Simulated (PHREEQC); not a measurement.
## Brine (model solution)

Dissolve 1.3 mol/kgw Na2SO4, 0.027 mol/kgw Na2B4O7 and 0.0017 mol/kgw H4SiO4 at 25 °C. Closed to the air; pH follows from the charge balance.

Equilibrium calculation in PHREEQC: Pitzer model, pitzer.dat.

Each row changes one thing in this solution. No solid was allowed to form.

```
case                                               pH  ionic strength (mol/kgw)  H4SiO4 (mol/kgw)  H3SiO4- (mol/kgw)  H2SiO4-2 (mol/kgw)  SI of SiO2(a) (SiO2)
-----------------------------------------------  ----  ------------------------  ----------------  -----------------  ------------------  --------------------
as made                                          8.84                      3.96           0.00124           0.000461             4.57e-7                 -0.17
Na2SO4 left out                                  9.18                    0.0555           0.00132           0.000377             8.29e-8                 -0.21
H4SiO4 replaced by Na2SiO3 at the same molality  8.91                      3.96           0.00118           0.000515             5.97e-7                 -0.19
diluted 10-fold with water                       9.03                     0.395          0.000134            3.57e-5             1.10e-8                 -1.20
Na2B4O7 left out                                 6.53                      3.90           0.00170            3.01e-6            1.41e-11                 -0.04
```

Species that the database lacks are ignored. In brines, pH and single-ion activities rest on the MacInnes convention.
